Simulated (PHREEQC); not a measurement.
Hard or scaling water

Dissolve 0.12 mol MgCl2, 0.0017 mol NaHCO3 and 0.0855 mol NaCl per kg of water at 25 °C. Closed to the air; pH follows from the charge balance.

Model: ion-association model, wateq4f.dat, run in PHREEQC.

No solid was allowed to form.

Q: Estimate the pH.

A: pH 7.51.

Q: In which forms is C present?

A: HCO3- 65 %, MgHCO3+ 28 %, CO2 2.9 %, MgCO3 2.1 %, NaHCO3 1.4 % of the C.

The solution is supersaturated, for example in Magnesite (slow to form), so a real one may precipitate; this is no full list.
